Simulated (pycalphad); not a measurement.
Freezing of Cu-Si alloys with rising Si

Source of the numbers: pycalphad with the COST 507 light-alloy database (1999); pressure 1 atm. The database dates from 1999; later assessments differ in places, in temperatures and in the compounds included. Phase fractions are per mole of atoms.

Scheil-Gulliver runs (no diffusion in the solid, steps of 4 K) beside full equilibrium.

```csv
alloy,liquidus (K),"Scheil, half solid (K)","Scheil, 80 % solid (K)","Scheil, invariant end (K)",liquid left at that end,equilibrium solidus (K)
Cu-23.57Si (wt.%),1249,at the invariant end,at the invariant end,1074,0.85,1074
Cu-41.54Si (wt.%),1433,at the invariant end,at the invariant end,1074,0.55,1074
Cu-67.12Si (wt.%),1580,1453,at the invariant end,1074,0.26,1074
```
